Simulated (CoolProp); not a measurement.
R404A at several states: density (kg/m³) from the reference equation and from simpler models built on Tc = 345.3 K, pc = 3.735 MPa, ω = 0.293; each cubic takes its own stable root.

The numbers come from the reference Helmholtz-energy equation of state, Lemmon 2003 in CoolProp. It is a pseudo-pure fit of the blend.

| T (K) | p (MPa) | phase | reference | Redlich-Kwong | Soave-Redlich-Kwong |
|---|---|---|---|---|---|
| 436.5 | 12.5 | supercritical | 532.0 | 523.5 | 461.8 |
| 355.3 | 0.0113 | gas | 0.3737 | 0.3737 | 0.3737 |
| 419.2 | 1.81 | gas | 55.72 | 56.08 | 55.20 |
| 272.3 | 6.13 | liquid | 1183 | 995.0 | 1036 |
